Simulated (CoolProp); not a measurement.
A Linde-Hampson liquefier for nitrogen: isothermal reversible compression at 200 K from 1 atm to 5 MPa, throttling to 1 atm, return gas leaving the recuperator 5 K below the feed. Each further row changes one setting.

Model: reference Helmholtz-energy equation of state, Span 2000, in CoolProp.

| case | liquid yield per pass | compression work (kJ/kg of gas) |
|---|---|---|
| as stated | 0.060 | 225 |
| high pressure 10 MPa | 0.134 | 261 |
| warm-end temperature 230 K | 0.037 | 262 |
| warm-end gap 10 K | 0.045 | 225 |
